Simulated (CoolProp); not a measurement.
Vapour-liquid equilibrium of toluene (1) + n-decane (2) at 180.75 °C; x and y are mole fractions of (1).

Computed with CoolProp (multi-fluid Helmholtz-energy mixture model, Lemmon 2006 and Lemmon 2006; pair parameters Bell 2016).

Q: Give the bubble pressure and the first vapour's composition at x = 0.275, 0.575, 0.875. Is there an azeotrope?

A: x = 0.275: 0.2308 MPa, y = 0.603; x = 0.575: 0.3547 MPa, y = 0.836; x = 0.875: 0.4737 MPa, y = 0.959. No azeotrope shows between x = 0.05 and 0.95.

Pair parameters are fitted to limited data, so mixtures are less certain than the pure fluids. The gap from Raoult's law changes sign with composition, which may be real or a fault of the pair parameters; it wasn't checked against measurements.
